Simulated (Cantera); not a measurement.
A Cantera script and what it prints.

```python
import numpy as np
import cantera as ct

gas_names = [...]  # 109 gases of nasa_gas.yaml made of C, Cl, H, Si
cond_names = """
    C(gr) C6H6(L) C7H8(L) C8H18(L),n-octa Si(cr) Si(L) SiC(b)
""".split()


# ... load() reads the species with a 1 bar reference pressure and builds the phases ...
atoms = {
    'CH3SiCl3': {'C': 1, 'H': 3, 'Si': 1, 'CL': 3},
    'H2': {'H': 2},
}
top_T = {'C(gr)': 4500, 'SiC(b)': 3050}  # K; cautious upper limits of use, not melting points


# ... equilibrate(T, P, feed) seeds the gas with the atoms and calls Mixture.equilibrate('TP', solver="vcs", rtol=1e-11, max_steps=5000) ...
results = []
feed = {'CH3SiCl3': 1, 'H2': 40}  # mol
T = 1073.15  # K
P = 100000  # Pa
mix = equilibrate(T, P, feed)
results.append((T, P, feed, dict(zip(mix.species_names, mix.species_moles))))
print(gas.report(threshold=1e-06))
for i in range(1, mix.n_phases):
    print(f"{mix.phase(i).name:16s} {mix.phase_moles(i):12.5e} mol")
```

Output:

```
       temperature   1073.2 K
          pressure   1e+05 Pa
           density   0.053763 kg/m^3
  mean mol. weight   4.7971 kg/kmol
   phase of matter   gas

                          1 kg             1 kmol
                     ---------------   ---------------
          enthalpy        2.9752e+06        1.4272e+07  J
   internal energy        1.1151e+06        5.3495e+06  J
           entropy             36654        1.7583e+05  J/K
    Gibbs function        -3.636e+07       -1.7442e+08  J
 heat capacity c_p              6567             31502  J/K
 heat capacity c_v            4833.8             23188  J/K

                      mass frac. Y      mole frac. X     chem. pot. / RT
                     ---------------   ---------------   ---------------
               CH4           0.02586         0.0077325           -38.774
               HCL           0.31741          0.041765           -37.981
                H2            0.3962           0.94277           -17.743
             SiCL2        0.00027812        1.3479e-05           -67.618
             SiCL3         0.0019845        7.0814e-05           -96.728
             SiCL4           0.21064         0.0059478           -125.84
            SiHCL3          0.046496         0.0016468            -105.6
           SiH2CL2         0.0011207        5.3227e-05           -85.361
     [ +101 minor]        6.7325e-06        5.3126e-07

C(gr)             0.00000e+00 mol
Si(cr)            0.00000e+00 mol
SiC(b)            6.72547e-01 mol
```

These are equilibrium values from Cantera (NASA tables, ideal gas, pure condensed phases), not measurements of a reactor. The feed counts by its element totals alone. The tables' values for SiCl3 are old estimates; treat these amounts as uncertain.
